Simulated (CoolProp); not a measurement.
Vapour-liquid equilibrium of m-xylene (1) + o-xylene (2) at 112 kPa; x and y are mole fractions of (1).

Model: multi-fluid Helmholtz-energy mixture model, Zhou 2012 and Zhou 2012; pair parameters Bell 2016, in CoolProp.

```
x      bubble temperature (K)  y at the bubble point  dew temperature at overall composition x (K)  liquid density (mol/L)
-----  ----------------------  ---------------------  --------------------------------------------  ----------------------
0.05                    421.1                  0.056                                         421.1                   7.206
0.125                   420.7                  0.140                                         420.8                   7.196
0.2                     420.3                  0.222                                         420.4                   7.186
0.275                   419.8                  0.303                                         420.0                   7.176
0.35                    419.4                  0.382                                         419.6                   7.166
0.425                   419.0                  0.459                                         419.2                   7.156
0.5                     418.6                  0.535                                         418.8                   7.146
0.575                   418.2                  0.609                                         418.3                   7.136
0.65                    417.7                  0.681                                         417.9                   7.126
0.725                   417.3                  0.751                                         417.5                   7.116
0.8                     417.0                  0.820                                         417.1                   7.106
0.875                   416.6                  0.888                                         416.7                   7.096
0.95                    416.2                  0.956                                         416.2                   7.086
```

No azeotrope shows between x = 0.05 and 0.95.

Pair parameters are fitted to limited data, so mixtures are less certain than the pure fluids.
